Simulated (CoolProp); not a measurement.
Vapour-liquid equilibrium of m-xylene (1) + o-xylene (2) at 381.1 K; x and y are mole fractions of (1).

The numbers come from the multi-fluid Helmholtz-energy mixture model, Zhou 2012 and Zhou 2012; pair parameters Bell 2016 in CoolProp.

Give the bubble pressure and the first vapour's composition at x = 0.65, 0.75, 0.85. Is there an azeotrope?

x = 0.65: 0.03854 MPa, y = 0.686; x = 0.75: 0.03914 MPa, y = 0.778; x = 0.85: 0.03973 MPa, y = 0.868. No azeotrope shows between x = 0.05 and 0.95.

The pair parameters rest on a limited set of measurements; away from them the model extrapolates.
